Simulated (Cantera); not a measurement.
An isothermal, constant-pressure homogeneous reactor starts with 0.867 % H2, 31.0 % O2, 68.2 % N2, equivalence ratio 0.014, at 1273 K and 870 Pa.

Cantera simulation using the H2/O2 subset of GRI-Mech 3.0, which has no nitrogen chemistry; the numbers are that mechanism's predictions, not measurements. Radical loss at walls, strong at low pressure, is not modelled.

x: mole fraction; the columns are a selection and need not sum to one.

| t (s) | x H2 | x O2 | x H2O | x H | x HO2 |
|---|---|---|---|---|---|
| 7.00e-5 | 0.00867 | 0.310 | 3.80e-12 | 3.36e-10 | 4.14e-10 |
| 0.000228 | 0.00867 | 0.310 | 1.02e-10 | 7.88e-10 | 1.35e-9 |
| 0.000743 | 0.00867 | 0.310 | 2.18e-9 | 1.98e-9 | 4.40e-9 |
| 0.00242 | 0.00867 | 0.310 | 6.07e-8 | 1.60e-8 | 1.44e-8 |
| 0.00788 | 0.00862 | 0.310 | 3.88e-5 | 7.91e-6 | 8.82e-8 |
| 0.0257 | 9.73e-5 | 0.302 | 0.00777 | 0.000788 | 3.25e-7 |
| 0.0837 | 8.23e-5 | 0.302 | 0.00787 | 0.000685 | 3.11e-7 |
| 0.273 | ___ | 0.303 | 0.00804 | ___ | ___ |
| 0.888 | ___ | 0.305 | 0.00832 | ___ | ___ |
| 2.89 | 9.35e-6 | 0.306 | 0.00856 | 2.44e-5 | 1.10e-7 |
| 9.42 | 1.44e-6 | 0.307 | 0.00866 | 1.46e-6 | 3.20e-8 |
| 30.7 | 2.05e-7 | 0.307 | 0.00869 | 7.84e-8 | 7.20e-9 |
| 100 | 3.67e-8 | 0.307 | 0.00870 | 5.97e-9 | 2.96e-9 |

Fill in the missing entries.


- 0.273, x H2: 6.56e-5
- 0.273, x H: 0.000479
- 0.273, x HO2: 2.85e-7
- 0.888, x H2: 3.50e-5
- 0.888, x H: 0.000181
- 0.888, x HO2: 2.17e-7
